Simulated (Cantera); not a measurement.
Charge: 1 mol CH3SiH3, 0.058 mol CH4, 16 mol H2, held at 0.00133 bar.

Cantera equilibrium calculation (NASA polynomials, part measured and part estimated; ideal gas, pure solids and liquids). Candidate condensed phases: C, C6H6, C7H8, C8H18, Si, SiC; 87 gas species. The feed counts by its element totals alone. Gases not in the tables: Si2H6 and higher silanes. Equilibrium is a limit: real reactors are often held back by kinetics, nucleation or transport.

x: gas mole fraction; n: condensed amount in mol.

| T (K) | x H2 | x H | x Si | x SiC2 | x C2H2 (acetylene) | x Si2C | n C(graphite) | n SiC(s) |
|---|---|---|---|---|---|---|---|---|
| 1723 | 0.995 | 0.00498 | 1.23e-5 | 1.12e-7 | 9.00e-5 | 8.50e-8 | 0.0548 | 1.000 |
| 1798 | 0.990 | 0.00960 | 5.52e-5 | 7.96e-7 | 0.000171 | 5.80e-7 | 0.0525 | 0.999 |
| 1873 | 0.982 | 0.0175 | 0.000220 | 4.82e-6 | 0.000306 | 3.38e-6 | 0.0505 | 0.995 |
| 1948 | 0.968 | 0.0305 | 0.000784 | 2.53e-5 | 0.000522 | 1.71e-5 | 0.0533 | 0.983 |
| 2023 | 0.946 | 0.0506 | 0.00255 | 0.000117 | 0.000845 | 7.68e-5 | 0.0753 | 0.943 |
| 2098 | 0.910 | [?] | [?] | [?] | [?] | [?] | [?] | [?] |
| 2173 | 0.852 | [?] | [?] | [?] | [?] | [?] | [?] | [?] |
| 2248 | 0.776 | 0.177 | 0.0370 | 0.00425 | 0.00257 | 0.00175 | 0.717 | 0 |
| 2323 | 0.704 | 0.250 | 0.0360 | 0.00537 | 0.00341 | 0.000863 | 0.630 | 0 |
| 2398 | 0.616 | 0.339 | 0.0337 | 0.00643 | 0.00425 | 0.000412 | 0.517 | 0 |

Problem. Some entries are withheld; supply them.

Solution. 
- 2173, x H: 0.122
- 2173, x Si: 0.0209
- 2173, x SiC2: 0.00181
- 2173, x C2H2 (acetylene): 0.00188
- 2173, x Si2C: 0.00112
- 2173, n C(graphite): 0.411
- 2173, n SiC(s): 0.469
- 2098, x H: 0.0804
- 2098, x Si: 0.00759
- 2098, x SiC2: 0.000485
- 2098, x C2H2 (acetylene): 0.00130
- 2098, x Si2C: 0.000308
- 2098, n C(graphite): 0.158
- 2098, n SiC(s): 0.822
